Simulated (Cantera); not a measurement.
A closed system holds: 1 mol Si₂Cl₆, 0.52 mol NH₃, 1.5 mol N₂, equilibrated at 1275 K and 27.0 mbar.

Method: chemical equilibrium by Gibbs-energy minimisation in Cantera with the NASA 1993 tables (ideal gas, pure condensed phases). Candidate condensed phases: NH₄Cl, Si, Si₃N₄; 28 gas species. The feed counts by its element totals alone. The tables' values for SiCl₃ are old estimates; treat these amounts as uncertain. Equilibrium is a limit: real reactors are often held back by kinetics, nucleation or transport.

Base state: N₂ 0.325, HCl 0.306, SiCl₄ 0.299, H₂ 0.0491, SiCl₃ 0.0146, SiCl₂ 0.00466, SiHCl₃ 0.00194 (mole fractions); condensed: Si₃N₄(s).

What changes in the equilibrium state with this change: Si₂Cl₆ replaced by SiCl₄?


```
species         before    after
-------------  -------  -------
N₂               0.325    0.432
HCl              0.306    0.309
SiCl₄            0.299    0.186
H₂              0.0491   0.0578
SiCl₃           0.0146  0.00977
SiCl₂          0.00466  0.00334
SiHCl₃         0.00194  0.00140
Si₃N₄(s), mol    0.256   0.0889
```

What changes in the equilibrium state with this change: temperature from 1275 K to 873.15 K?


```
species         before     after
-------------  -------  --------
N₂               0.325     0.332
SiCl₄            0.299     0.329
HCl              0.306     0.267
H₂              0.0491    0.0723
SiCl₃           0.0146   1.16e-5
SiCl₂          0.00466   2.40e-8
SiHCl₃         0.00194  0.000191
Si₃N₄(s), mol    0.256     0.251
```
